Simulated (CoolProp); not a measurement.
A single-stage vapour-compression cycle with R410A: evaporating at 258.15 K (dew point), condensing at 285.15 K (bubble point), superheat 2 K, subcooling 5 K, compressor efficiency 0.75, no pressure losses. Each further row changes one setting.

The numbers come from the reference Helmholtz-energy equation of state, Lemmon 2003 in CoolProp. It is a pseudo-pure fit of the blend.

```
case                              cooling COP  pressure ratio  discharge temperature (K)  refrigerating effect (kJ/kg)  volumetric capacity (kJ/m³)
--------------------------------  -----------  --------------  -------------------------  ----------------------------  ---------------------------
as stated                                   ?            2.40                      308.3                           207                         3780
evaporating temperature 263.15 K            ?               ?                      303.8                           209                         4530
condensing temperature 280.15 K          8.07               ?                          ?                           215                         3920
subcooling 10 K                          6.65            2.40                      308.3                           215                         3920
superheat 12 K                           6.33            2.40                      319.5                             ?                         3730
compressor efficiency 0.65               5.56            2.40                          ?                           207                         3780
```

Task: What belongs in the gaps?

Result: 
- as stated, cooling COP: 6.41
- evaporating temperature 263.15 K, cooling COP: 8.17
- evaporating temperature 263.15 K, pressure ratio: 2.02
- condensing temperature 280.15 K, pressure ratio: 2.07
- condensing temperature 280.15 K, discharge temperature (K): 299.8
- superheat 12 K, refrigerating effect (kJ/kg): 217
- compressor efficiency 0.65, discharge temperature (K): 313.1
